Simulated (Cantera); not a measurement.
Input: 1 mol AlN, 0.12 mol O2, held at 93.0 Pa.

These are equilibrium values from Cantera (NASA tables, ideal gas, pure condensed phases), not measurements of a reactor. Candidate condensed phases: Al, AlN, Al2O3; 16 gas species. Mutual solubility and eutectic melting of coexisting phases are not modelled. Condensed phases not in the tables: aluminium oxynitride. The numbers say what is thermodynamically allowed, not how fast it happens.

x: gas mole fraction; n: condensed amount in mol.

```json
[
 {"T (K)": "798", "x N2": "1.00", "x Al": "<1e-12", "x Al2O": "<1e-12", "x AlO": "<1e-12", "x Al2": "<1e-12", "x Al2O2": "<1e-12", "x O": "<1e-12", "n AlN(s)": "0.840", "n Al2O3(s)": "0.0800"},
 {"T (K)": "948", "x N2": "1.00", "x Al": "<1e-12", "x Al2O": "<1e-12", "x AlO": "<1e-12", "x Al2": "<1e-12", "x Al2O2": "<1e-12", "x O": "<1e-12", "n AlN(s)": "0.840", "n Al2O3(s)": "0.0800"},
 {"T (K)": "1098", "x N2": "1.00", "x Al": "<1e-12", "x Al2O": "<1e-12", "x AlO": "<1e-12", "x Al2": "<1e-12", "x Al2O2": "<1e-12", "x O": "<1e-12", "n AlN(s)": "0.840", "n Al2O3(s)": "0.0800"},
 {"T (K)": "1248", "x N2": "1.00", "x Al": "7.05e-11", "x Al2O": "<1e-12", "x AlO": "<1e-12", "x Al2": "<1e-12", "x Al2O2": "<1e-12", "x O": "<1e-12", "n AlN(s)": "0.840", "n Al2O3(s)": "0.0800"},
 {"T (K)": "1398", "x N2": "1.00", "x Al": "5.23e-8", "x Al2O": "7.01e-10", "x AlO": "<1e-12", "x Al2": "<1e-12", "x Al2O2": "<1e-12", "x O": "<1e-12", "n AlN(s)": "0.840", "n Al2O3(s)": "0.0800"},
 {"T (K)": "1548", "x N2": "1.000", "x Al": "1.06e-5", "x Al2O": "6.22e-7", "x AlO": "(withheld)", "x Al2": "<1e-12", "x Al2O2": "<1e-12", "x O": "<1e-12", "n AlN(s)": "0.840", "n Al2O3(s)": "0.0800"},
 {"T (K)": "1698", "x N2": "0.999", "x Al": "0.000833", "x Al2O": "0.000162", "x AlO": "(withheld)", "x Al2": "1.25e-9", "x Al2O2": "1.64e-10", "x O": "5.27e-12", "n AlN(s)": "0.840", "n Al2O3(s)": "0.0800"},
 {"T (K)": "1848", "x N2": "0.950", "x Al": "0.0326", "x Al2O": "0.0172", "x AlO": "(withheld)", "x Al2": "7.11e-7", "x Al2O2": "3.00e-8", "x O": "1.61e-10", "n AlN(s)": "0.835", "n Al2O3(s)": "0.0795"},
 {"T (K)": "1998", "x N2": "0.397", "x Al": "0.413", "x Al2O": "0.190", "x AlO": "(withheld)", "x Al2": "4.88e-5", "x Al2O2": "3.50e-7", "x O": "1.95e-9", "n AlN(s)": "0", "n Al2O3(s)": "0"},
 {"T (K)": "2148", "x N2": "0.397", "x Al": "0.413", "x Al2O": "0.190", "x AlO": "(withheld)", "x Al2": "2.36e-5", "x Al2O2": "3.65e-6", "x O": "1.67e-7", "n AlN(s)": "0", "n Al2O3(s)": "0"}
]
```

Problem. What belongs in the gaps?

Solution. 
- 1548, x AlO: 1.80e-10
- 1698, x AlO: 2.43e-8
- 1848, x AlO: 1.48e-6
- 1998, x AlO: 1.81e-5
- 2148, x AlO: 0.000176
